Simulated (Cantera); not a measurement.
Feed: 1 mol Fe(CO)5, 0.54 mol H2, 0.019 mol O2, at 10000 Pa.

These are equilibrium values from Cantera (NASA tables, ideal gas, pure condensed phases), not measurements of a reactor. Candidate condensed phases: C, C6H6, C7H8, C8H18, Fe, Fe(CO)5, FeO, Fe(OH)2, Fe(OH)3, Fe2O3, Fe3O4, H2O; 114 gas species. Condensed phases not in the tables: cementite and carbon dissolved in iron. Kinetics and transport are ignored.

log p: log10 of the partial pressure in bar; n: condensed amount in mol.

| T (K) | log p CO | log p H2 | log p CO2 | log p H2O | log p CH4 | n C(graphite) | n Fe(α) | n Fe(γ) |
|---|---|---|---|---|---|---|---|---|
| 973 | -1.08 | -2.01 | -2.16 | -3.29 | -4.90 | 0.344 | 1.00 | 0 |
| 1048 | -1.05 | -2.01 | -2.76 | -3.80 | -5.26 | 0.0654 | 1.00 | 0 |
| 1123 | -1.05 | -2.01 | -3.21 | (withheld) | (withheld) | 0 | 1.00 | 0 |
| 1198 | -1.05 | -2.02 | -3.22 | -4.06 | -6.41 | 0 | 0 | 1.00 |
| 1273 | -1.05 | -2.02 | -3.23 | -3.98 | -7.06 | 0 | 0 | 1.00 |
| 1348 | -1.05 | -2.02 | -3.25 | -3.92 | (withheld) | 0 | 0 | 1.00 |
| 1423 | -1.05 | -2.02 | -3.26 | -3.87 | -8.16 | 0 | 0 | 1.000 |
| 1498 | -1.05 | -2.02 | -3.27 | -3.83 | -8.62 | 0 | 0 | 1.000 |
| 1573 | -1.05 | -2.02 | -3.28 | -3.79 | -9.03 | 0 | 0 | 1.000 |

Some entries are withheld; supply them.


- 1123, log p H2O: -4.14
- 1123, log p CH4: -5.66
- 1348, log p CH4: -7.64
